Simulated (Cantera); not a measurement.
## Thermodynamics of carbon deposition, reforming and gasification, feed n-butane + H2 + NH3

Charge: 1 mol n-butane, 26 mol H2, 0.13 mol NH3, at 72.0 Pa.

Cantera equilibrium calculation (NASA polynomials, part measured and part estimated; ideal gas, pure solids and liquids). Candidate condensed phases: C, C6H6, C7H8, C8H18; 92 gas species. Kinetics and transport are ignored.

```csv
T (K),log p H2,log p H,log p C2H2 (acetylene),log p N2,log p HCN,log p HNC,n C(graphite)
1725,-3.15,-5.30,-7.18,-5.85,-6.87,-8.37,3.99
1775,-3.15,-5.11,-6.99,-5.85,-6.77,-8.21,3.98
1825,-3.15,-4.93,-6.82,-5.86,-6.67,-8.06,3.98
1875,-3.15,-4.76,-6.65,-5.87,-6.57,-7.92,3.97
1925,-3.16,-4.60,-6.50,-5.89,-6.49,-7.79,3.96
1975,-3.17,-4.45,-6.35,-5.90,-6.41,-7.67,3.94
2025,-3.18,-4.30,-6.22,-5.92,-6.34,-7.56,3.92
2075,-3.19,-4.17,-6.09,-5.94,-6.27,-7.46,3.90
2125,-3.20,-4.04,-5.98,-5.97,-6.22,-7.37,3.87
2175,-3.22,-3.92,-5.87,-6.00,-6.17,-7.29,3.84
2225,-3.25,-3.81,-5.78,-6.03,-6.13,-7.21,3.80
2275,-3.28,-3.71,-5.70,-6.07,-6.09,-7.15,3.75
```
log p: log10 of the partial pressure in bar; n: condensed amount in mol.

From 1725 K to 2275 K the condensed part is C(graphite). The main C-bearing gas is HCN at 1725 K and C2H2 (acetylene) at 2275 K. The share of C in condensed phases is highest at 1725 K (99.7 %) and lowest at 2275 K (93.8 %).
